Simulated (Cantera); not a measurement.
Cantera run:

```python
import numpy as np
import cantera as ct

gas_names = """
    CL CL2 H HCL H2 Si SiCL SiCL2 SiCL3 SiCL4 SiH SiHCL3 SiH2 SiH2CL2 SiH3 SiH3CL SiH4 Si2 Si3
""".split()
cond_names = """
    Si(cr) Si(L)
""".split()


# ... load() reads the species with a 1 bar reference pressure and builds the phases ...
atoms = {
    'SiHCl3': {'Si': 1, 'H': 1, 'CL': 3},
    'HCl': {'H': 1, 'CL': 1},
    'H2': {'H': 2},
}
top_T = {}  # K; cautious upper limits of use, not melting points


# ... equilibrate(T, P, feed) seeds the gas with the atoms and calls Mixture.equilibrate('TP', solver="vcs", rtol=1e-11, max_steps=5000) ...
results = []
feed = {'SiHCl3': 1, 'HCl': 2.8, 'H2': 730}  # mol
T = 1423  # K
P = 133.322  # Pa
mix = equilibrate(T, P, feed)
results.append((T, P, feed, dict(zip(mix.species_names, mix.species_moles))))
print(gas.report(threshold=0.001))
for i in range(1, mix.n_phases):
    print(f"{mix.phase(i).name:16s} {mix.phase_moles(i):12.5e} mol")
```

Output:

```
       temperature   1423 K
          pressure   133.32 Pa
           density   2.5834e-05 kg/m^3
  mean mol. weight   2.2926 kg/kmol
   phase of matter   gas

                          1 kg             1 kmol
                     ---------------   ---------------
          enthalpy        1.4473e+07         3.318e+07  J
   internal energy        9.3119e+06        2.1348e+07  J
           entropy        1.0168e+05         2.331e+05  J/K
    Gibbs function       -1.3021e+08       -2.9852e+08  J
 heat capacity c_p             13985             32061  J/K
 heat capacity c_v             10358             23747  J/K

                      mass frac. Y      mole frac. X     chem. pot. / RT
                     ---------------   ---------------   ---------------
               HCL           0.11998         0.0075446           -44.555
                H2           0.87241            0.9921           -25.079
     [  +17 minor]         0.0076103        0.00035774

Si(cr)            8.71088e-01 mol
```

Method: chemical equilibrium by Gibbs-energy minimisation in Cantera with the NASA 1993 tables (ideal gas, pure condensed phases).
